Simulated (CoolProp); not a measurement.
A simple Rankine cycle with n-perfluorohexane: condensing at 292.15 K, boiler at 0.117 MPa, turbine inlet 336.7 K, turbine efficiency 0.6, pump efficiency 0.8, no recuperator. Each further row changes one setting.

Values from CoolProp's reference Helmholtz-energy equation of state, Gao 2022.

```csv
case,thermal efficiency (%),net work (kJ/kg),heat in (kJ/kg),turbine exit temperature (K),volume ratio over the turbine
as stated,5.9,7.64,131,326.0,5.34
turbine inlet 356.7 K,5.5,8.17,149,346.0,5.29
condensing temperature 284.15 K,6.8,9.41,139,323.8,7.80
boiler pressure 0.0819 MPa,4.6,6.09,131,328.5,3.68
turbine efficiency 0.5,4.9,6.36,131,327.5,5.36
```
